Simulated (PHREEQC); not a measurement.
**Acid rinse or clean: an equilibrium model**

Consider water at 20 °C with 0.3 mol/kgw H2SO4, 0.14 mol/kgw CaCl2 and 0.0049 mol/kgw CuCl2. Closed to the air; pH follows from the charge balance.

Equilibrium calculation in PHREEQC: ion-association model, wateq4f.dat.

Each row changes one thing in this solution. No solid was allowed to form.

```tsv
case	pH	ionic strength (mol/kgw)	HSO4- (mol/kgw)	SO4-2 (mol/kgw)	Cu+2 (mol/kgw)	CuSO4 (mol/kgw)	SI of Chalcanthite (CuSO4:5H2O)	SI of Tenorite (CuO)
as made	0.58	0.672	0.206	0.0314	0.00357	0.000807	-2.70	-9.75
diluted 5-fold with water	1.19	0.159	0.0363	0.0148	?	0.000229	-3.27	-9.04
CuCl2 from 0.0049 to 0.00735 mol/kgw	0.58	0.678	0.206	0.0314	0.00535	?	-2.53	-9.57
CaCl2 left out	0.58	0.381	?	0.0345	0.00350	0.00138	-2.48	-9.67
temperature from 20 to 35 °C	0.59	0.661	0.215	0.0247	0.00331	0.000617	?	-9.21
diluted 2-fold with water	0.84	0.361	0.100	0.0233	0.00180	0.000497	-2.92	-9.43
diluted 10-fold with water	1.44	0.0856	0.0159	0.0101	0.000363	0.000118	-3.56	-8.74
```

Question: Complete the blanks.

Answer: 
- diluted 5-fold with water, Cu+2 (mol/kgw): 0.000720
- CuCl2 from 0.0049 to 0.00735 mol/kgw, CuSO4 (mol/kgw): 0.00120
- CaCl2 left out, HSO4- (mol/kgw): 0.264
- temperature from 20 to 35 °C, SI of Chalcanthite (CuSO4:5H2O): -2.91

Some of these states are supersaturated (in Gypsum, for instance).
